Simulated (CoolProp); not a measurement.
Vapour-liquid equilibrium of CH2F2 (R32) (1) + propane (2) at 263.2 K; x and y are mole fractions of (1).

Values from CoolProp's multi-fluid Helmholtz-energy mixture model, Tillner-Roth 1997 and Lemmon 2009; pair parameters Bell 2016.

| x | bubble pressure (bar) | y at the bubble point | dew pressure at overall composition x (bar) | liquid density (mol/L) |
|---|---|---|---|---|
| 0.05 | 4.832 | 0.291 | 3.639 | 12.46 |
| 0.125 | 6.171 | 0.460 | 3.947 | 12.74 |
| 0.2 | 6.935 | 0.534 | 4.306 | 13.05 |
| 0.275 | 7.354 | 0.573 | 4.731 | 13.39 |
| 0.35 | 7.576 | 0.595 | 5.237 | 13.79 |
| 0.425 | 7.692 | 0.609 | 5.845 | 14.24 |
| 0.5 | 7.753 | 0.620 | 6.570 | 14.76 |
| 0.575 | 7.785 | 0.629 | 7.376 | 15.36 |
| 0.65 | 7.794 | 0.641 | 7.783 | 16.06 |
| 0.725 | 7.766 | 0.658 | 7.448 | 16.86 |
| 0.8 | 7.656 | 0.686 | 6.989 | 17.78 |
| 0.875 | 7.362 | 0.739 | 6.530 | 18.83 |
| 0.95 | 6.682 | 0.850 | 6.102 | 20.03 |

y crosses x between x = 0.575 and 0.65: the model has an azeotrope there.

The pair parameters rest on a limited set of measurements; away from them the model extrapolates. With so large a gap from Raoult's law the liquid may split in two, which this calculation doesn't test in full.
